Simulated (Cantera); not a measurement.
**CuO + H₂ + N₂ + H₂O (hydrogen reduction and annealing atmospheres)**

A closed system holds: 1 mol CuO, 110 mol H₂, 13 mol N₂, 0.17 mol H₂O, at 0.260 bar.

Method: chemical equilibrium by Gibbs-energy minimisation in Cantera with the NASA 1993 tables (ideal gas, pure condensed phases). Candidate condensed phases: Cu, CuO, Cu(OH)₂, Cu₂O, H₂O; 27 gas species. Rates play no part.

```
T (°C)   x H₂   x N₂    x H₂O      x Cu       x H     x Cu₂    x NH₃  n Cu(s)  n Cu(l)
------  -----  -----  -------  --------  --------  --------  -------  -------  -------
1002    0.885  0.106  0.00950   3.33e-7   1.36e-6  2.13e-11  9.66e-6    1.000        0
1102    0.885  0.106  0.00950   3.16e-6   6.32e-6  5.10e-10  6.57e-6        0    1.000
1202    0.885  0.106  0.00950   2.06e-5   2.39e-5   6.85e-9  4.70e-6        0    0.997
1302    0.885  0.106  0.00950  0.000105   7.67e-5   6.52e-8  3.51e-6        0    0.987
1402    0.884  0.105  0.00949  0.000439  0.000214   4.69e-7  2.71e-6        0    0.946
1502    0.883  0.105  0.00948   0.00155  0.000533   2.67e-6  2.15e-6        0    0.808
1602    0.880  0.105  0.00945   0.00478   0.00121   1.25e-5  1.75e-6        0    0.405
1702    0.875  0.105  0.00941   0.00801   0.00251   1.86e-5  1.44e-6        0        0
```
x: gas mole fraction; n: condensed amount in mol.

At 1002 °C the condensed part is Cu(s). From 1102 °C to 1602 °C the condensed part is Cu(l). At 1702 °C nothing is condensed. The main Cu-bearing gas is Cu throughout.
